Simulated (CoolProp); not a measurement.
A simple Rankine cycle with water: condensing at 308.15 K, boiler at 0.064 MPa, turbine inlet 510.7 K, turbine efficiency 0.6, pump efficiency 0.8, no recuperator. Each further row changes one setting.

Values from CoolProp's reference Helmholtz-energy equation of state, Wagner 2002.

| case | thermal efficiency (%) | net work (kJ/kg) | heat in (kJ/kg) | turbine exit temperature (K) | volume ratio over the turbine |
|---|---|---|---|---|---|
| as stated | 9.3 | 261 | 2800 | 374.3 | 8.35 |
| turbine inlet 530.7 K | 9.5 | 271 | 2840 | 390.0 | 8.37 |
| condensing temperature 300.15 K | 10.5 | 298 | 2840 | 354.5 | 12.5 |
| boiler pressure 0.0448 MPa | 8.2 | 231 | 2810 | 390.5 | 6.09 |
| turbine efficiency 0.5 | 7.8 | 217 | 2800 | 397.1 | 8.86 |
